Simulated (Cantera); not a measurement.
Cantera run, input and output.

```python
import numpy as np
import cantera as ct

surf = ct.Interface("ptcombust.yaml", "Pt_surf")
gas = surf.adjacent["gas"]
gas.TPX = 300, 4800, {'H2': 0.017, 'O2': 0.1, 'N2': 0.79}
jet = ct.ImpingingJet(gas=gas, width=0.043, surface=surf)
jet.inlet.mdot, jet.inlet.T, jet.inlet.X = 0.098, 300, {'H2': 0.017, 'O2': 0.1, 'N2': 0.79}
jet.set_refine_criteria(ratio=10, slope=0.2, curve=0.3)
show, cover = ['H2', 'O2', 'H2O', 'OH'], ["PT(S)", "H(S)", "O(S)", "OH(S)", "CO(S)", "C(S)"]

rows = []
print(f"{'Ts/K':>7s}" + "".join(f"{s:>11s}" for s in show + cover) + "   (gas at the wall, coverages)")
for i, Ts in enumerate([600, 650, 700, 750, 800, 850]):
    jet.surface.T = Ts
    if i == 0:
        surf.TP = Ts, 4800
        surf.coverages = "PT(S):0.5, O(S):0.5"
        surf.advance_coverages(1.0)
        jet.set_initial_guess(products="inlet")
    jet.solve(loglevel=0, auto=(i == 0))
    rows.append([*(jet.X[gas.species_index(s), -1] for s in show), *surf[cover].coverages])
    print(f"{Ts:7g}" + "".join(f"{x:11.3e}" for x in rows[-1]))
```

Result:

```
   Ts/K         H2         O2        H2O         OH      PT(S)       H(S)       O(S)      OH(S)      CO(S)       C(S)   (gas at the wall, coverages)
    600  3.628e-03  9.391e-02  2.958e-02  1.262e-12  6.348e-02  1.193e-09  9.325e-01  4.043e-03  1.091e-25 -8.407e-31
    650  3.600e-03  9.395e-02  2.941e-02  1.623e-11  6.696e-02  1.808e-09  9.303e-01  2.714e-03  4.474e-17  1.500e-31
    700  3.445e-03  9.385e-02  2.952e-02  1.415e-10  7.362e-02  3.099e-09  9.244e-01  1.965e-03  1.129e-18  8.498e-27
    750  2.952e-03  9.337e-02  3.029e-02  8.799e-10  9.203e-02  6.542e-09  9.064e-01  1.594e-03  1.692e-17  1.629e-25
    800  2.278e-03  9.270e-02  3.142e-02  3.995e-09  1.292e-01  1.638e-08  8.694e-01  1.413e-03  5.850e-17  3.162e-26
    850  1.724e-03  9.215e-02  3.233e-02  1.476e-08  1.823e-01  4.060e-08  8.164e-01  1.278e-03  1.190e-20  1.618e-26
```

Cantera simulation using Deutschmann's 1995 Pt surface mechanism with GRI-Mech 3.0 gas chemistry; the numbers are that mechanism's predictions, not measurements. Catalytic surfaces can have several steady states; this one follows from the mechanism file's or the stated starting coverage.
